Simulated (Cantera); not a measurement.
# TEOS + NO + H₂ (silicon oxide and oxynitride deposition)

Charge: 1 mol TEOS, 0.55 mol NO, a varied amount of H₂, equilibrated at 1125 K and 25.0 Pa.

These are equilibrium values from Cantera (NASA tables, ideal gas, pure condensed phases), not measurements of a reactor. Candidate condensed phases: C, C₆H₆, C₇H₈, C₈H₁₈, H₂O, Si, SiC, SiO₂, Si₂N₂O, Si₃N₄; 151 gas species. The feed counts by its element totals alone. Mutual solubility and eutectic melting of coexisting phases are not modelled. Kinetics and transport are ignored.

From 0.22 mol H₂ to 65 mol H₂ the condensed part is C(graphite) + SiO₂(β-quartz) + Si₂N₂O(s). The main Si-bearing gas is SiO throughout.

```
n(H₂) (mol)   x H₂    x CO      x N₂    x CH₄  n C(graphite)  n SiO₂(β-quartz)  n Si₂N₂O(s)
-----------  -----  ------  --------  -------  -------------  ----------------  -----------
0.22         0.767   0.222    0.0103  4.25e-6           5.04             0.724        0.138
0.57         0.773   0.218   0.00965  4.31e-6           5.02             0.714        0.143
1.5          0.786   0.206   0.00818  4.45e-6           4.98             0.689        0.155
3.8          0.813   0.182   0.00562  4.76e-6           4.91             0.641        0.180
9.8          0.859   0.139   0.00250  5.32e-6           4.80             0.565        0.217
25           0.913  0.0863  0.000600  6.01e-6           4.69             0.496        0.252
65           0.957  0.0429   7.35e-5  6.61e-6           4.64             0.461        0.269
```
x: gas mole fraction; n: condensed amount in mol.
